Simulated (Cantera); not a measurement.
An adiabatic, constant-pressure homogeneous reactor starts with C2H4 : O2 : N2 : H2O = 1 : 2.5 : 9.25 : 0.89 (molar parts), equivalence ratio 1.2, at 1523 K and 4.50 bar. Integrator tolerance rtol = 1e-08.

Model: GRI-Mech 3.0 (53 species, 325 reactions), integrated in Cantera. GRI-Mech 3.0 was tuned for natural gas; its chemistry of ethylene as a main component is partial and can be far from experiment.

**Question.** What does this change do: O2 2.5 to 3.3 parts?

**Answer.** 
```
quantity                                                            before                                    after
---------------------------------  ---------------------------------------  ---------------------------------------
time of steepest temperature rise                                  8.18 µs                                  7.56 µs
temperature at 2.00 s                                               2912 K                                   2949 K
equilibrium temperature                                             2912 K                                   2949 K
x(C2H4) at 2.00 s                    <1e-12 (gas-phase equilibrium <1e-12)    <1e-12 (gas-phase equilibrium <1e-12)
x(O2) at 2.00 s                    0.00876 (gas-phase equilibrium 0.00876)    0.0366 (gas-phase equilibrium 0.0366)
x(H2O) at 2.00 s                       0.159 (gas-phase equilibrium 0.159)      0.158 (gas-phase equilibrium 0.158)
x(CO) at 2.00 s                      0.0751 (gas-phase equilibrium 0.0751)    0.0533 (gas-phase equilibrium 0.0533)
x(NO) at 2.00 s                    0.00784 (gas-phase equilibrium 0.00784)    0.0164 (gas-phase equilibrium 0.0164)
x(OH) at 2.00 s                      0.0171 (gas-phase equilibrium 0.0171)    0.0265 (gas-phase equilibrium 0.0265)
x(H2O2) at 2.00 s                  4.76e-7 (gas-phase equilibrium 4.76e-7)  1.03e-6 (gas-phase equilibrium 1.03e-6)
```

**Question.** What does this change do: initial temperature 1523 to 1400 K?

**Answer.** 
```csv
quantity,before,after
time of steepest temperature rise,8.18 µs,19.4 µs
temperature at 2.00 s,2912 K,2863 K
equilibrium temperature,2912 K,2863 K
x(C2H4) at 2.00 s,<1e-12 (gas-phase equilibrium <1e-12),<1e-12 (gas-phase equilibrium <1e-12)
x(O2) at 2.00 s,0.00876 (gas-phase equilibrium 0.00876),0.00733 (gas-phase equilibrium 0.00733)
x(H2O) at 2.00 s,0.159 (gas-phase equilibrium 0.159),0.163 (gas-phase equilibrium 0.163)
x(CO) at 2.00 s,0.0751 (gas-phase equilibrium 0.0751),0.0718 (gas-phase equilibrium 0.0718)
x(NO) at 2.00 s,0.00784 (gas-phase equilibrium 0.00784),0.00675 (gas-phase equilibrium 0.00675)
x(OH) at 2.00 s,0.0171 (gas-phase equilibrium 0.0171),0.0148 (gas-phase equilibrium 0.0148)
x(H2O2) at 2.00 s,4.76e-7 (gas-phase equilibrium 4.76e-7),4.14e-7 (gas-phase equilibrium 4.14e-7)
```
